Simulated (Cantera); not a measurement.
## Transport properties of process gases

Gas mixture: 100 % N₂, at 5.23 atm, frozen composition.

Cantera's kinetic-theory transport with the Lennard-Jones parameters of GRI-Mech 3.0, ideal gas; thermal conductivity in the mixture-averaged form.

| T (K) | ρ (kg/m³) | cp (J/kg/K) | μ (µPa s) | λ (mW/m/K) | Pr | D (cm²/s) OH | D (cm²/s) CH₃ | D (cm²/s) CH₄ |
|---|---|---|---|---|---|---|---|---|
| 400 | 4.46 | 1047 | 22.3 | 32.8 | 0.713 | 0.100 | 0.0717 | 0.0714 |
| 650 | 2.75 | 1084 | 31.2 | 48.2 | 0.702 | 0.228 | 0.165 | 0.165 |
| 900 | 1.98 | 1147 | 38.7 | 62.9 | 0.706 | 0.393 | 0.286 | 0.285 |
| 1150 | 1.55 | 1195 | 45.5 | 76.9 | 0.707 | 0.591 | 0.431 | 0.429 |
| 1400 | 1.28 | 1231 | 51.6 | 90.0 | 0.706 | 0.819 | 0.599 | 0.596 |
| 1650 | 1.08 | 1258 | 57.4 | 102 | 0.705 | 1.07 | 0.787 | 0.783 |
| 1900 | 0.940 | 1278 | 62.9 | 114 | 0.704 | 1.36 | 0.994 | 0.989 |
D: mixture-averaged diffusion coefficient of that species in the mixture.
